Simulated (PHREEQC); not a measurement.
## Acid mine or pickling water: an equilibrium model

A made-up water analysis in mg/L, 20 °C, pH 3.83, pe 12.2:

```
constituent   mg/L
-----------  -----
Na             144
K              130
Ca             145
Mg               4
Cl            69.4
S(6) as SO4    770
Li            2.22
Zn           0.585
```

Cl is adjusted to close the charge balance.
Valence states are taken as typed.

Model: ion-association model, phreeqc.dat, run in PHREEQC.

Each row changes one thing in this solution. No solid was allowed to form.

```json
[
 {"case": "as made", "ionic strength (mol/kgw)": "0.0250", "SO4-2 (mol/kgw)": "0.00676", "Ca+2 (mol/kgw)": "0.00266", "Mg+2 (mol/kgw)": "0.000115", "HSO4- (mol/kgw)": "5.65e-5", "Zn+2 (mol/kgw)": "5.98e-6", "SI of Gypsum (CaSO4:2H2O)": "-0.67", "SI of Halite (NaCl)": "-6.68"},
 {"case": "Zn from 0.585 to 0.292 mg/L", "ionic strength (mol/kgw)": "0.0250", "SO4-2 (mol/kgw)": "0.00676", "Ca+2 (mol/kgw)": "0.00266", "Mg+2 (mol/kgw)": "0.000115", "HSO4- (mol/kgw)": "5.65e-5", "Zn+2 (mol/kgw)": "2.98e-6", "SI of Gypsum (CaSO4:2H2O)": "-0.67", "SI of Halite (NaCl)": "-6.68"},
 {"case": "all concentrations times 2 at the same typed pH", "ionic strength (mol/kgw)": "0.0475", "SO4-2 (mol/kgw)": "0.0128", "Ca+2 (mol/kgw)": "0.00486", "Mg+2 (mol/kgw)": "0.000205", "HSO4- (mol/kgw)": "9.46e-5", "Zn+2 (mol/kgw)": "1.05e-5", "SI of Gypsum (CaSO4:2H2O)": "-0.27", "SI of Halite (NaCl)": "-6.14"}
]
```

Complexes and solids missing from the database can't appear.
